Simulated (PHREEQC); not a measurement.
A made-up water analysis in mmol/kgw, 25 °C, pH 6.24, pe -1.2: Na 0.125; K 0.073; Ca 0.166; Mg 0.1; Cl 0.339; S(6) 0.146; Alkalinity (meq/kgw) 0.114; F 0.0111; Li 0.000393.

Valence states are taken as typed.

Model: ion-association model, phreeqc.dat, run in PHREEQC.

| quantity | before | after |
|---|---|---|
| CO2 (mol/kgw) | 0.000142 | 1.41e-5 |
| CO3-2 (mol/kgw) | 1.04e-8 | 1.03e-7 |
| HF (mol/kgw) | 9.16e-9 | 9.17e-10 |
| HSO4- (mol/kgw) | 7.03e-9 | 7.03e-10 |
| CaCO3 (mol/kgw) | 2.11e-9 | 2.09e-8 |
| MgCO3 (mol/kgw) | 7.19e-10 | 7.13e-9 |
| SI of Gypsum (CaSO4:2H2O) | -3.19 | -3.19 |
| SI of Fluorite (CaF2) | -3.20 | -3.20 |

**Question.** Which change was made?
A) Cl from 0.339 to 0.17 mmol/kgw
B) pH from 6.24 to 5.74 at the same alkalinity
C) pH from 6.24 to 7.24 at the same alkalinity

**Answer.** C, pH from 6.24 to 7.24 at the same alkalinity

Precipitation was switched off in this run.
